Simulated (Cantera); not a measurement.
A Cantera script and what it prints.

```python
import numpy as np
import cantera as ct

gas_names = """
    CL CL2 H HCL H2 Si SiCL SiCL2 SiCL3 SiCL4 SiH SiHCL3 SiH2 SiH2CL2 SiH3 SiH3CL SiH4 Si2 Si3
""".split()
cond_names = """
    Si(cr) Si(L)
""".split()


def load(file, names, dense=False):
    # The tables refer to 1 bar. Condensed volumes are neglected.
    table = {s.name: s for s in ct.Species.list_from_file(file)}
    out = []
    for n in names:
        d = dict(table[n].input_data)
        d["thermo"] = dict(d["thermo"], **{"reference-pressure": 1e5})
        if dense:
            d["equation-of-state"] = {"model": "constant-volume", "density": "1e6 g/cm^3"}
        out.append(ct.Species.from_dict(d))
    return out


gas = ct.Solution(thermo="ideal-gas", species=load("nasa_gas.yaml", gas_names))
cond = {s.name: ct.Solution(thermo="fixed-stoichiometry", species=[s], name=s.name)
        for s in load("nasa_condensed.yaml", cond_names, dense=True)}
atoms = {
    'SiCl4': {'Si': 1, 'CL': 4},
    'Cl2': {'CL': 2},
    'H2': {'H': 2},
}
top_T = {}  # K; cautious upper limits of use, not melting points


def equilibrate(T, P, feed):
    n = {}
    for name, mol in feed.items():
        for a, k in atoms[name].items():
            n[a] = n.get(a, 0.0) + k * mol
    gas.TPX = T, P, n
    mass = sum(n.values()) * gas.mean_molecular_weight
    gas.equilibrate("TP")
    valid = [c for c in cond.values() if c.min_temp <= T <= top_T.get(c.name, c.max_temp)]
    mix = ct.Mixture([(gas, mass / gas.mean_molecular_weight)] + [(c, 0.0) for c in valid])
    mix.T, mix.P = T, P
    mix.equilibrate("TP", solver="vcs", rtol=1e-11, max_steps=5000)
    return mix


results = []
feed = {'SiCl4': 1, 'Cl2': 1.5, 'H2': 0.42}  # mol
T = 1150  # K
P = 150000  # Pa
mix = equilibrate(T, P, feed)
results.append((T, P, feed, dict(zip(mix.species_names, mix.species_moles))))
x = sorted(zip(gas.X, gas.species_names), reverse=True)
print(f"T = {T:g} K  P = {P:g} Pa  gas = {mix.phase_moles(0):.4g} mol")
print("   x: " + "  ".join(f"{s} {v:.3e}" for v, s in x if v > 0.001))
print("   condensed (mol): " + ("  ".join(f"{mix.phase(i).name} {mix.phase_moles(i):.4g}"
      for i in range(1, mix.n_phases) if mix.phase_moles(i) > 1e-12) or "none"))
```

Output:

```
T = 1150 K  P = 150000 Pa  gas = 2.922 mol
   x: CL2 3.689e-01  SiCL4 3.422e-01  HCL 2.875e-01  CL 1.360e-03
   condensed (mol): none
```

Equilibrium computed with Cantera from the NASA thermochemical tables; the gas is ideal and each condensed phase is pure.
